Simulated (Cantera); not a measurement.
## Silicon oxide and oxynitride deposition: SiH₂Cl₂ + H₂O + N₂

Charge: 1 mol SiH₂Cl₂, 0.17 mol H₂O, 78 mol N₂, at 1348 K.

These are equilibrium values from Cantera (NASA tables, ideal gas, pure condensed phases), not measurements of a reactor. Candidate condensed phases: H₂O, NH₄Cl, Si, SiO₂, Si₂N₂O, Si₃N₄; 47 gas species. N₂ is the only nitrogen source here; it is nearly inert below about 1500 K, so the nitride shown seldom forms there in practice. Mutual solubility and eutectic melting of coexisting phases are not modelled. The tables' values for SiCl₃ are old estimates; treat these amounts as uncertain. Kinetics and transport are ignored.

From 5.00 Pa to 100000 Pa the condensed part is Si₂N₂O(s) + Si₃N₄(s). The main Si-bearing gas is SiCl₂ at 5.00 Pa and SiCl₄ at 100000 Pa. The share of Si in condensed phases is highest at 11000 Pa (91.4 %) and lowest at 5.00 Pa (50.9 %).

```tsv
P (Pa)	log p N₂	log p HCl	log p H₂	log p SiCl₂	log p SiCl₄	n Si₂N₂O(s)	n Si₃N₄(s)
5	-4.31	-6.19	-6.39	-6.52	-10.08	0.163	0.0613
15	-3.84	-5.64	-5.98	-6.15	-9.01	0.168	0.0918
45	-3.36	-5.10	-5.57	-5.80	-7.99	0.170	0.122
140	-2.87	-4.57	-5.16	-5.47	-7.00	0.170	0.149
410	-2.40	-4.07	-4.75	-5.20	-6.15	0.170	0.168
1200	-1.93	-3.59	-4.32	-4.98	-5.40	0.170	0.182
3700	-1.44	-3.10	-3.84	-4.80	-4.72	0.170	0.189
11000	-0.97	-2.63	-3.36	-4.65	-4.11	0.170	0.191
33000	-0.49	-2.16	-2.86	-4.53	-3.54	0.170	0.191
100000	-0.01	-1.69	-2.36	-4.41	-2.98	0.170	0.189
```
log p: log10 of the partial pressure in bar; n: condensed amount in mol.
